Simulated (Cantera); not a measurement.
**Ignition delay**

Mixture: 7.93 % CH₄, 1.19 % C₂H₆, 18.2 % O₂, 67.3 % N₂, 5.31 % H₂O, equivalence ratio 1.1, at 100000 Pa, adiabatic and at constant volume. Ignition delay is the time to a rise of 400 K.

Model: GRI-Mech 3.0 (53 species, 325 reactions), integrated in Cantera.

```
T0 (K)  delay (ms)
------  ----------
1298          1.27
1373         0.624
1448         0.319
1523         0.169
1598        0.0949
1673        0.0566
1748        0.0360
```

```json
{
 "apparent activation energy between 1598 and 1748 K": "150 kJ/mol"
}
```
